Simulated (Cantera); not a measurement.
A perfectly stirred reactor is fed with H₂ : O₂ : N₂ = 1 : 0.357 : 1.34 (molar parts), at 13.0 bar; it is adiabatic with a 325 K inlet, and is followed from long to short residence time, starting on the burning branch (τ in s: 0.31, 0.093, 0.028, 0.0084, 0.0025, 0.00076, 0.00023, 6.8e-05, 2.1e-05).

Detailed kinetics in Cantera: GRI-Mech 3.0 (53 species, 325 reactions). The hydrogen kinetics of GRI-Mech 3.0 are dated; newer H2 mechanisms differ, most at raised pressure. The pressure lies above the range GRI-Mech 3.0 was tuned for (to about 10 atm).

### Question
What does this change do: pressure from 13.0 bar to 1.01 bar?

### Answer
```tsv
quantity	before	after
blow-out, bracketed by the residence times tried	burning at 21.0 µs, the shortest tried	burning at 21.0 µs, the shortest tried
x(H₂) at τ = 0.310 s	0.122	0.121
x(O₂) at τ = 0.310 s	4.39e-6	4.25e-5
x(NO₂) at τ = 0.310 s	7.29e-10	1.99e-9
x(HO₂) at τ = 0.310 s	7.41e-9	2.54e-8
x(H) at τ = 0.310 s	0.00109	0.00388
x(H₂) at τ = 2.50 ms	0.122	0.117
x(O₂) at τ = 2.50 ms	0.000118	0.000912
x(NO₂) at τ = 2.50 ms	7.01e-10	1.17e-9
x(HO₂) at τ = 2.50 ms	1.37e-7	6.55e-7
x(H) at τ = 2.50 ms	0.00198	0.0183
```

### Question
What does this change do: pressure from 13.0 bar to 9.40 bar?

### Answer
```csv
quantity,before,after
"blow-out, bracketed by the residence times tried","burning at 21.0 µs, the shortest tried","burning at 21.0 µs, the shortest tried"
x(H₂) at τ = 0.310 s,0.122,0.122
x(O₂) at τ = 0.310 s,4.39e-6,5.80e-6
x(NO₂) at τ = 0.310 s,7.29e-10,8.41e-10
x(HO₂) at τ = 0.310 s,7.41e-9,8.58e-9
x(H) at τ = 0.310 s,0.00109,0.00127
x(H₂) at τ = 2.50 ms,0.122,0.122
x(O₂) at τ = 2.50 ms,0.000118,0.000136
x(NO₂) at τ = 2.50 ms,7.01e-10,8.24e-10
x(HO₂) at τ = 2.50 ms,1.37e-7,1.64e-7
x(H) at τ = 2.50 ms,0.00198,0.00260
```
